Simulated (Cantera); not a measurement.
A closed system holds: 1 mol Cr, 1.8 mol H2O, 2.4 mol H2, 2.3 mol O2, equilibrated at 7.50 Torr.

These are equilibrium values from Cantera (NASA tables, ideal gas, pure condensed phases), not measurements of a reactor. Candidate condensed phases: Cr, Cr2O3, H2O; 13 gas species. Gases not in the tables: CrO2(OH)2. Equilibrium is a limit: real reactors are often held back by kinetics, nucleation or transport. All values below are at 2148 K.

Base state: H2O 0.852, O2 0.0780, OH 0.0289, H2 0.0250, H 0.00659, O 0.00538, CrO2 0.00334, CrO 0.000284 (mole fractions); condensed: Cr2O3(s).

Task: What changes in the equilibrium state with this change: pressure from 7.50 Torr to 0.240 Torr?

Result: 
```csv
species,before,after
H2O,0.852,0.589
H2,0.0250,0.0898
O2,0.0780,0.0898
H,0.00659,0.0698
CrO,0.000284,0.0203
CrO2,0.00334,0.0457
O,0.00538,0.0323
OH,0.0289,0.0589
Cr,1.06e-5,0.00392
CrO3,9.18e-5,0.000241
"Cr2O3(s), mol",0.491,0.302
```
